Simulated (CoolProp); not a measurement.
A single-stage vapour-compression cycle with the fluid: evaporating at 253.15 K (dew point), condensing at 316.15 K (bubble point), superheat 2 K, subcooling 5 K, compressor efficiency 0.85, no pressure losses. The same conditions are run with several fluids, on thermodynamics alone (safety and materials aside).

Computed with CoolProp (reference Helmholtz-energy equation of state of each fluid (isobutane: Bücker 2006; R1336mzz(E): Akasaka 2023; n-perfluorobutane: Gao 2022; chlorine: Thol 2021; ammonia: Gao 2020; cis-2-butene: Lemmon 2005)).

**Question.** Rank isobutane, R1336mzz(E), n-perfluorobutane, chlorine, ammonia, cis-2-butene by cooling COP, highest first.

**Answer.** cis-2-butene (2.80), chlorine (2.71), ammonia (2.67), isobutane (2.62), R1336mzz(E) (2.48), n-perfluorobutane (1.84)

```
fluid              pressure ratio  discharge temperature (K)  refrigerating effect (kJ/kg)  volumetric capacity (kJ/m³)
-----------------  --------------  -------------------------  ----------------------------  ---------------------------
isobutane                    7.92                      321.4                           239                          491
R1336mzz(E)                  12.5                      316.2                          97.6                          215
n-perfluorobutane            9.93                      316.1                          39.8                          212
chlorine                     6.80                      432.4                           223                         1400
ammonia                      8.88                      442.4                          1060                         1690
cis-2-butene                 9.91                      339.4                           312                          313
```

The compression ends wet for: R1336mzz(E); n-perfluorobutane.
